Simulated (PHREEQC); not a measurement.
Solution (25 °C): 1.4 mmol/kgw Na2SeO3. Closed to the air; pH follows from the charge balance.

Model: ion-association model, wateq4f.dat, run in PHREEQC.

```
quantity           before    after
----------------  -------  -------
pH                   9.75     9.62
HSeO3- (mol/kgw)  6.08e-5  4.34e-5
```

Question: Name the change that produced these shifts.
A. diluted 2-fold with water
B. Na2SeO3 from 0.0014 to 0.014 mol/kgw
C. diluted 10-fold with water
D. Na2SeO3 from 0.0014 to 0.007 mol/kgw
E. temperature from 25 to 75 °C

Answer: A, diluted 2-fold with water

This is a speciation only: nothing precipitates in the calculation.
